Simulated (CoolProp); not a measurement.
A simple Rankine cycle with water: condensing at 304.15 K, boiler at 7.48 MPa, turbine inlet 565.5 K, turbine efficiency 0.85, pump efficiency 0.6, no recuperator. Each further row changes one setting.

Computed with CoolProp (reference Helmholtz-energy equation of state, Wagner 2002).

```tsv
case	thermal efficiency (%)	net work (kJ/kg)	heat in (kJ/kg)	turbine exit temperature (K)	volume ratio over the turbine
as stated	32.4	855	2630	304.1	888
turbine inlet 585.5 K	32.7	892	2730	304.1	828
condensing temperature 296.15 K	33.4	891	2670	296.2	1370
boiler pressure 5.24 MPa	31.6	869	2750	304.1	579
turbine efficiency 0.75	28.6	753	2630	304.1	939
```

The expansion ends wet for: as stated; turbine inlet 585.5 K; condensing temperature 296.15 K; boiler pressure 5.24 MPa; turbine efficiency 0.75.
